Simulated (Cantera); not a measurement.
What does this Cantera script print?

```python
import numpy as np
import cantera as ct

gas_names = """
    C CH CH2 CH3 CH2OH CH3O CH4 CH3OH CO CO2 COOH C2 C2H CHCO,ketyl C2H2,acetylene C2H2,vinylidene
    CH2CO,ketene C2H3,vinyl CH3CO,acetyl C2H4 C2H4O,ethylen CH3CHO,ethanal CH3COOH (HCOOH)2 C2H5 C2H6
    CH3OCH3 C2H5OH C2O C3 C3H3,propargyl C3H4,allene C3H4,propyne C3H4,cyclo- C3H5,allyl C3H6,propylene
    C3H6,cyclo- C3H6O C3H7,n-propyl C3H7,i-propyl C3H8 C3H8O,1propanol C3H8O,2propanol C3O2 C4 C4H2
    C4H4,1,3-cyclo- C4H6,butadiene C4H6,2-butyne C4H6,cyclo- C4H8,1-butene C4H8,cis2-buten
    C4H8,tr2-butene C4H8,isobutene C4H8,cyclo- (CH3COOH)2 C4H9,n-butyl C4H9,i-butyl C4H9,s-butyl
    C4H9,t-butyl C4H10,isobutane C4H10,n-butane C5 C5H6,1,3cyclo- C5H8,cyclo- C5H10,1-pentene
    C5H10,cyclo- C5H11,pentyl C5H11,t-pentyl C5H12,n-pentane C5H12,i-pentane CH3C(CH3)2CH3 C6H2
    C6H5,phenyl C6H5O,phenoxy C6H6 C6H5OH,phenol C6H10,cyclo- C6H12,1-hexene C6H12,cyclo- C6H13,n-hexyl
    C7H7,benzyl C7H8 C7H8O,cresol C7H14,1-heptene C7H15,n-heptyl C7H16,n-heptane C8H8,styrene
    C8H10,ethylbenz C8H16,1-octene C8H17,n-octyl C8H18,isooctane C8H18,n-octane C9H19,n-nonyl
    C10H8,naphthale C10H21,n-decyl C12H9,o-bipheny C12H10,bipheny H HCO HO2 H2 HCHO,formaldehy HCOOH H2O
    H2O2 O OH O2 O3
""".split()
cond_names = """
    C(gr) C6H6(L) C7H8(L) C8H18(L),n-octa H2O(s) H2O(L)
""".split()


def load(file, names, dense=False):
    # The tables refer to 1 bar. Condensed volumes are neglected.
    table = {s.name: s for s in ct.Species.list_from_file(file)}
    out = []
    for n in names:
        d = dict(table[n].input_data)
        d["thermo"] = dict(d["thermo"], **{"reference-pressure": 1e5})
        if dense:
            d["equation-of-state"] = {"model": "constant-volume", "density": "1e6 g/cm^3"}
        out.append(ct.Species.from_dict(d))
    return out


gas = ct.Solution(thermo="ideal-gas", species=load("nasa_gas.yaml", gas_names))
cond = {s.name: ct.Solution(thermo="fixed-stoichiometry", species=[s], name=s.name)
        for s in load("nasa_condensed.yaml", cond_names, dense=True)}
atoms = {
    'CO2': {'C': 1, 'O': 2},
    'H2': {'H': 2},
    'O2': {'O': 2},
}
top_T = {'C(gr)': 4500}  # K; cautious upper limits of use, not melting points


def equilibrate(T, P, feed):
    n = {}
    for name, mol in feed.items():
        for a, k in atoms[name].items():
            n[a] = n.get(a, 0.0) + k * mol
    gas.TPX = T, P, n
    mass = sum(n.values()) * gas.mean_molecular_weight
    gas.equilibrate("TP")
    valid = [c for c in cond.values() if c.min_temp <= T <= top_T.get(c.name, c.max_temp)]
    mix = ct.Mixture([(gas, mass / gas.mean_molecular_weight)] + [(c, 0.0) for c in valid])
    mix.T, mix.P = T, P
    mix.equilibrate("TP", solver="vcs", rtol=1e-11, max_steps=5000)
    return mix


results = []
T = 2100  # K
P = 770  # Pa
for m in [0.098, 0.14, 0.2, 0.29, 0.41, 0.59, 0.84, 1.2, 1.7, 2.4, 3.5, 5]:
    feed = {'CO2': 1, 'H2': m, 'O2': 0.74}  # mol
    mix = equilibrate(T, P, feed)
    results.append((T, P, feed, dict(zip(mix.species_names, mix.species_moles))))
    x = sorted(zip(gas.X, gas.species_names), reverse=True)
    print(f"T = {T:g} K  P = {P:g} Pa  n(H2) = {m:g} mol  gas = {mix.phase_moles(0):.4g} mol")
    print("   x: " + "  ".join(f"{s} {v:.3e}" for v, s in x if v > 0.001))
    print("   condensed (mol): " + ("  ".join(f"{mix.phase(i).name} {mix.phase_moles(i):.4g}"
          for i in range(1, mix.n_phases) if mix.phase_moles(i) > 1e-12) or "none"))
```

Output:

```
T = 2100 K  P = 770 Pa  n(H2) = 0.098 mol  gas = 1.829 mol
   x: CO2 5.188e-01  O2 3.850e-01  H2O 4.820e-02  CO 2.790e-02  O 9.832e-03  OH 8.895e-03
   condensed (mol): none
T = 2100 K  P = 770 Pa  n(H2) = 0.14 mol  gas = 1.852 mol
   x: CO2 5.119e-01  O2 3.690e-01  H2O 6.907e-02  CO 2.812e-02  OH 1.054e-02  O 9.625e-03
   condensed (mol): none
T = 2100 K  P = 770 Pa  n(H2) = 0.2 mol  gas = 1.884 mol
   x: CO2 5.023e-01  O2 3.470e-01  H2O 9.824e-02  CO 2.846e-02  OH 1.237e-02  O 9.333e-03  H 1.192e-03  H2 1.126e-03
   condensed (mol): none
T = 2100 K  P = 770 Pa  n(H2) = 0.29 mol  gas = 1.932 mol
   x: CO2 4.885e-01  O2 3.156e-01  H2O 1.404e-01  CO 2.902e-02  OH 1.445e-02  O 8.901e-03  H2 1.688e-03  H 1.459e-03
   condensed (mol): none
T = 2100 K  P = 770 Pa  n(H2) = 0.41 mol  gas = 1.996 mol
   x: CO2 4.710e-01  O2 2.763e-01  H2O 1.938e-01  CO 2.990e-02  OH 1.642e-02  O 8.329e-03  H2 2.490e-03  H 1.772e-03
   condensed (mol): none
T = 2100 K  P = 770 Pa  n(H2) = 0.59 mol  gas = 2.093 mol
   x: CO2 4.462e-01  H2O 2.678e-01  O2 2.226e-01  CO 3.157e-02  OH 1.828e-02  O 7.475e-03  H2 3.835e-03  H 2.199e-03
   condensed (mol): none
T = 2100 K  P = 770 Pa  n(H2) = 0.84 mol  gas = 2.228 mol
   x: CO2 4.139e-01  H2O 3.598e-01  O2 1.568e-01  CO 3.488e-02  OH 1.941e-02  O 6.275e-03  H2 6.136e-03  H 2.781e-03
   condensed (mol): none
T = 2100 K  P = 770 Pa  n(H2) = 1.2 mol  gas = 2.43 mol
   x: H2O 4.712e-01  CO2 3.678e-01  O2 7.911e-02  CO 4.364e-02  OH 1.872e-02  H2 1.131e-02  O 4.457e-03  H 3.777e-03
   condensed (mol): none
T = 2100 K  P = 770 Pa  n(H2) = 1.7 mol  gas = 2.771 mol
   x: H2O 5.709e-01  CO2 2.812e-01  CO 7.970e-02  H2 3.275e-02  O2 1.386e-02  OH 1.334e-02  H 6.425e-03  O 1.866e-03
   condensed (mol): none
T = 2100 K  P = 770 Pa  n(H2) = 2.4 mol  gas = 3.438 mol
   x: H2O 5.690e-01  CO 1.481e-01  CO2 1.428e-01  H2 1.194e-01  H 1.227e-02  OH 6.960e-03  O2 1.035e-03
   condensed (mol): none
T = 2100 K  P = 770 Pa  n(H2) = 3.5 mol  gas = 4.553 mol
   x: H2O 4.828e-01  H2 2.748e-01  CO 1.620e-01  CO2 5.761e-02  H 1.861e-02  OH 3.893e-03
   condensed (mol): none
T = 2100 K  P = 770 Pa  n(H2) = 5 mol  gas = 6.079 mol
   x: H2 4.293e-01  H2O 3.803e-01  CO 1.395e-01  CO2 2.501e-02  H 2.326e-02  OH 2.454e-03
   condensed (mol): none
```

Cantera equilibrium calculation (NASA polynomials, part measured and part estimated; ideal gas, pure solids and liquids).
